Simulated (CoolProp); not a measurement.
Propylene at 298.15 K and 2.1 MPa is throttled through a valve to 1.35 MPa with no heat exchange. Each further row changes one setting.

Computed with CoolProp (reference Helmholtz-energy equation of state, Lemmon 2013).

```csv
case,temperature change (K),final phase,final density (kg/m³)
as stated,-0.0,liquid,507
outlet pressure 0.405 MPa,-36.7,"two-phase, vapour fraction 0.233",35.4
outlet pressure 1.76 MPa,-0.0,liquid,508
```
